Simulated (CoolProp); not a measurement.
Aqueous propylene glycol as a coolant, 14 % by mass, freezing at -4.4 °C, 1 atm.

The numbers come from the Melinder's fits for secondary coolants in CoolProp.

```
T (°C)  cp (kJ/(kg K))  density (kg/m³)  conductivity (W/(m K))  Prandtl number
------  --------------  ---------------  ----------------------  --------------
-0.8             4.008             1014                   0.497            27.2
2.1              4.012             1013                   0.500            24.1
5.1              4.016             1013                   0.504            21.4
8.1              4.020             1012                   0.508            19.1
11.1             4.024             1012                   0.512            17.1
14.1             4.028             1011                   0.516            15.4
17.1             4.033             1010                     ___            13.9
20.1             4.038             1010                   0.523            12.6
23.1               ___             1009                   0.526            11.5
26.1             4.047             1008                   0.530            10.6
29.1             4.052             1007                   0.533            9.71
32.1               ___             1005                   0.537            8.96
```

Question: What belongs in the gaps?

Answer: 
- 17.1, conductivity (W/(m K)): 0.519
- 23.1, cp (kJ/(kg K)): 4.042
- 32.1, cp (kJ/(kg K)): 4.057
